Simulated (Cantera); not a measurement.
Charge: 1 mol MgF2, 1.3 mol H2O, 22 mol H2, at 0.110 Pa.

Cantera equilibrium calculation (NASA polynomials, part measured and part estimated; ideal gas, pure solids and liquids). Candidate condensed phases: H2O, Mg, MgF2, MgO, Mg(OH)2; 31 gas species. Kinetics and transport are ignored.

Task: At 2150 K, list the 4 most abundant gas species with their mole fractions, and the condensed phases.

Result: H 0.862, H2 0.0460, HF 0.0423, O 0.0249. Condensed: gas only.
